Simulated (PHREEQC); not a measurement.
Reverse-osmosis permeate

A made-up water analysis in mmol/kgw, 20 °C, pH 6.29, pe 9.6:

```csv
constituent,mmol/kgw
Na,0.018
K,0.00965
Ca,0.0044
Mg,0.0418
Cl,0.00634
S(6),0.0116
Alkalinity (meq/kgw),0.0918
Sr,0.000211
B,0.00267
Pb,6.68e-05
O(0) (counted as O atoms),0.000124
Cu(2),0.000175
```

Valence states are taken as typed.

Equilibrium calculation in PHREEQC: ion-association model, phreeqc.dat.

ionic strength: 0.000179 mol/kgw
charge-balance error: -0.2 %

```
species  molality  activity   log γ
-------  --------  --------  ------
CO2      0.000112  0.000112   0.000
HCO3-     9.22e-5   9.08e-5  -0.007
Mg+2      4.17e-5   3.92e-5  -0.026
Na+       1.80e-5   1.77e-5  -0.007
SO4-2     1.15e-5   1.08e-5  -0.027
K+        9.65e-6   9.50e-6  -0.007
Cl-       6.34e-6   6.24e-6  -0.007
Ca+2      4.39e-6   4.13e-6  -0.026
H3BO3     2.67e-6   2.67e-6   0.000
H+        5.21e-7   5.13e-7  -0.007
Sr+2      2.10e-7   1.98e-7  -0.026
Cu+2      1.49e-7   1.40e-7  -0.026
MgSO4     8.73e-8   8.73e-8   0.000
O2        6.20e-8   6.20e-8   0.000
Pb+2      5.42e-8   5.10e-8  -0.027
```

No solid was allowed to form. Complexes and solids missing from the database can't appear.
